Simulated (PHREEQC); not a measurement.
Nickel, zinc or cadmium bath

A solution holds 0.15 mol/kgw CdCl2 and 8.9e-05 mol/kgw NaCl, at 10 °C. Closed to the air; pH follows from the charge balance.

Computed with PHREEQC (ion-association model, phreeqc.dat).

The pH is 5.38 and the ionic strength is 0.166 mol/kgw. The density is 1.024 g/cm³.

```csv
species,molality,activity,log γ
Cl-,0.141,0.103,-0.134
CdCl+,0.0960,0.0730,-0.119
CdCl2,0.0286,0.0297,0.017
Cd+2,0.0234,0.00779,-0.477
CdCl3-,0.00201,0.00153,-0.119
Na+,8.90e-5,6.78e-5,-0.118
H+,5.10e-6,4.12e-6,-0.092
CdOHCl,5.00e-6,5.20e-6,0.017
CdOH+,6.38e-8,4.85e-8,-0.119
Cd2OH+3,2.67e-8,2.25e-9,-1.074
```

This is a speciation only: nothing precipitates in the calculation. Constants without temperature data keep their 25 °C values here.
